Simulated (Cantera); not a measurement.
Charge: 1 mol Ta(OEt)5, 0.18 mol CH4, 6.7 mol H2, at 2400 K and 0.00150 Torr.

These are equilibrium values from Cantera (NASA tables, ideal gas, pure condensed phases), not measurements of a reactor. Candidate condensed phases: C, C6H6, C7H8, C8H18, H2O, Ta, TaC, Ta2O5; 113 gas species. The feed counts by its element totals alone. TaC: taken at fixed stoichiometry. Condensed phases not in the tables: Ta2C. Rates play no part.

Base state: H 0.843, CO 0.109, C3 0.0233, C 0.0155, H2 0.00562, C2 0.00270, C2H 0.000206, C5 2.68e-5 (mole fractions); condensed: TaC(s).

Q: What changes in the equilibrium state with this change: pressure from 0.00150 Torr to 1.00 Torr?

A: 
```tsv
species	before	after
H2	0.00562	0.513
H	0.843	0.312
CO	0.109	0.172
C	0.0155	2.98e-5
C3	0.0233	7.36e-5
C2	0.00270	6.65e-6
C4H2	4.16e-8	1.02e-5
C5	2.68e-5	1.39e-7
TaC(s), mol	1.000	1.00
C(graphite), mol	0	3.96
```

Q: What changes in the equilibrium state with this change: temperature from 2400 K to 1175 K?

A: 
| species | before | after |
|---|---|---|
| H2 | 0.00562 | 0.796 |
| CO | 0.109 | 0.204 |
| H | 0.843 | 7.74e-5 |
| C3 | 0.0233 | <1e-9 |
| C | 0.0155 | <1e-9 |
| C2 | 0.00270 | <1e-9 |
| C2H | 0.000206 | <1e-9 |
| C5 | 2.68e-5 | <1e-9 |
| C2H2 (acetylene) | 2.39e-5 | 5.07e-8 |
| TaC(s), mol | 1.000 | 1.00 |
| C(graphite), mol | 0 | 4.18 |

Q: What changes in the equilibrium state with this change: temperature from 2400 K to 1425 K?

A: 
```csv
species,before,after
H2,0.00562,0.793
CO,0.109,0.203
H,0.843,0.00429
C3,0.0233,<1e-9
C,0.0155,<1e-9
C2,0.00270,<1e-9
C2H,0.000206,<1e-9
C5,2.68e-5,<1e-9
C2H2 (acetylene),2.39e-5,2.79e-6
"TaC(s), mol",1.000,1.00
"C(graphite), mol",0,4.18
```
